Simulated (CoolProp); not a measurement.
Properties of ethanol along the isotherm 556.1 K (Tc = 514.7 K, pc = 62.68 bar, ω = 0.644).

Values from CoolProp's reference Helmholtz-energy equation of state, Schroeder 2014.

```
p (bar)          phase       Z  Joule-Thomson coefficient (K/MPa)  expansivity (1/kK)  viscosity (µPa s)  conductivity (mW/(m K))  fugacity coefficient
-------  -------------  ------  ---------------------------------  ------------------  -----------------  -----------------------  --------------------
0.991              gas  0.9968                              7.037               1.826               16.3                     45.2                0.9968
1.5                gas  0.9951                              7.041               1.841               16.3                     45.3                0.9951
2.26               gas  0.9926                              7.048               1.863               16.4                     45.4                0.9926
3.4                gas  0.9888                              7.057               1.897               16.4                     45.6                0.9889
5.13               gas  0.9831                              7.072               1.950               16.4                     46.0                0.9833
7.74               gas  0.9743                              7.096               2.033               16.4                     46.4                0.9749
11.7               gas  0.9607                              7.133               2.168               16.5                     47.2                0.9620
17.6               gas  0.9398                              7.194               2.392               16.6                     48.5                0.9430
26.6               gas  0.9064                              7.300               2.799               16.8                     50.6                0.9140
40.1               gas  0.8514                              7.503               3.626               17.4                     54.6                0.8706
60.5               gas  0.7518                              7.920               5.893               18.7                     63.1                0.8042
91.3     supercritical  0.5303                              7.605               18.05               24.4                     93.5                0.6984
138      supercritical  0.3617                              2.252               11.47               47.8                      128                0.5473
208      supercritical  0.4381                             0.7892               5.072               65.6                      136                0.4265
313      supercritical  0.5882                             0.3026               3.043               80.6                      143                0.3488
```

Viscosity comes from a separate model (Kiselev 2005). Thermal conductivity comes from a separate model (Assael 2013).
